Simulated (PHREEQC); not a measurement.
A solution holds 0.032 mol/kgw H2SeO4, 0.14 mol/kgw H2SO4 and 3.5e-05 mol/kgw FeCl3, at 25 °C. Closed to the air; pH follows from the charge balance.

All values are PHREEQC results (ion-association model, wateq4f.dat), not measurements.

Each row changes one thing in this solution. No solid was allowed to form.

```csv
case,pH,ionic strength (mol/kgw),HSO4- (mol/kgw),HSeO4- (mol/kgw),SO4-2 (mol/kgw),SeO4-2 (mol/kgw),SI of Goethite (FeOOH),SI of Hematite (Fe2O3)
as made,0.80,0.229,0.120,0.0239,0.0201,0.00809,-3.34,-4.67
FeCl3 from 3.5e-05 to 3.85e-05 mol/kgw,0.80,0.229,0.120,0.0239,0.0201,0.00809,-3.30,-4.58
H2SeO4 from 0.032 to 0.064 mol/kgw,0.73,0.270,0.122,…,…,0.0146,-3.52,-5.03
H2SO4 from 0.14 to 0.028 mol/kgw,1.18,0.100,0.0211,0.0189,0.00685,0.0131,-1.67,-1.34
H2SO4 from 0.14 to 0.28 mol/kgw,0.57,0.381,…,0.0265,0.0288,0.00554,-4.24,-6.47
H2SO4 from 0.14 to 0.07 mol/kgw,0.99,0.150,0.0567,0.0215,…,0.0105,-2.54,-3.06
```

Question: Fill in the missing entries.

Answer: 
- H2SeO4 from 0.032 to 0.064 mol/kgw, HSeO4- (mol/kgw): 0.0494
- H2SeO4 from 0.032 to 0.064 mol/kgw, SO4-2 (mol/kgw): 0.0182
- H2SO4 from 0.14 to 0.28 mol/kgw, HSO4- (mol/kgw): 0.251
- H2SO4 from 0.14 to 0.07 mol/kgw, SO4-2 (mol/kgw): 0.0132

Complexes and solids missing from the database can't appear.
